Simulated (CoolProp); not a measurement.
Carbonyl sulfide along the isotherm -83.05 °C: density (kg/m³) from the reference equation and from simpler models built on Tc = 105.6 °C, pc = 6.369 MPa, ω = 0.098; each cubic takes its own stable root.

Model: reference Helmholtz-energy equation of state, Lemmon 2006, in CoolProp. It is a short technical equation, of lower accuracy than the large ones.

| p (MPa) | phase | reference | van der Waals | Redlich-Kwong | Soave-Redlich-Kwong |
|---|---|---|---|---|---|
| 0.637 | liquid | 1243 | 796.5 | 1182 | 1180 |
| 1.27 | liquid | 1244 | 797.7 | 1183 | 1181 |
| 1.91 | liquid | 1244 | 798.9 | 1184 | 1182 |
| 2.55 | liquid | 1245 | 800.1 | 1184 | 1183 |
| 3.18 | liquid | ___ | 801.2 | 1185 | 1184 |
| 3.82 | liquid | 1247 | 802.4 | 1186 | 1184 |
| 4.46 | liquid | 1247 | 803.5 | 1187 | 1185 |
| 5.1 | liquid | 1248 | 804.6 | 1187 | 1186 |
| 5.73 | liquid | 1249 | ___ | 1188 | 1187 |
| 6.37 | liquid | 1249 | 806.7 | 1189 | 1187 |
| 7.01 | liquid | 1250 | 807.7 | 1190 | 1188 |
| 7.64 | liquid | 1251 | 808.7 | 1190 | 1189 |
| 8.28 | liquid | 1251 | 809.7 | 1191 | 1190 |
| 8.92 | liquid | 1252 | 810.7 | 1192 | 1190 |
| 9.55 | liquid | ___ | 811.6 | 1192 | 1191 |

Some entries are withheld; supply them.


- 3.18, reference: 1246
- 5.73, van der Waals: 805.6
- 9.55, reference: 1253
